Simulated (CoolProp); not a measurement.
A simple Rankine cycle with water: condensing at 294.15 K, boiler at 14 MPa, turbine inlet 624.9 K, turbine efficiency 0.75, pump efficiency 0.7, no recuperator. Each further row changes one setting.

Model: reference Helmholtz-energy equation of state, Wagner 2002, in CoolProp.

```json
[
 {"case": "as stated", "thermal efficiency (%)": "31.1", "net work (kJ/kg)": "826", "heat in (kJ/kg)": "2660", "turbine exit temperature (K)": "294.1", "volume ratio over the turbine": "3030"},
 {"case": "turbine inlet 644.9 K", "thermal efficiency (%)": "31.4", "net work (kJ/kg)": "871", "heat in (kJ/kg)": "2770", "turbine exit temperature (K)": "294.1", "volume ratio over the turbine": "2770"},
 {"case": "condensing temperature 286.15 K", "thermal efficiency (%)": "31.9", "net work (kJ/kg)": "857", "heat in (kJ/kg)": "2690", "turbine exit temperature (K)": "286.1", "volume ratio over the turbine": "4870"},
 {"case": "boiler pressure 9.8 MPa", "thermal efficiency (%)": "30.8", "net work (kJ/kg)": "874", "heat in (kJ/kg)": "2840", "turbine exit temperature (K)": "294.1", "volume ratio over the turbine": "1880"},
 {"case": "turbine efficiency 0.65", "thermal efficiency (%)": "26.8", "net work (kJ/kg)": "713", "heat in (kJ/kg)": "2660", "turbine exit temperature (K)": "294.1", "volume ratio over the turbine": "3220"}
]
```

The expansion ends wet for: as stated; turbine inlet 644.9 K; condensing temperature 286.15 K; boiler pressure 9.8 MPa; turbine efficiency 0.65.
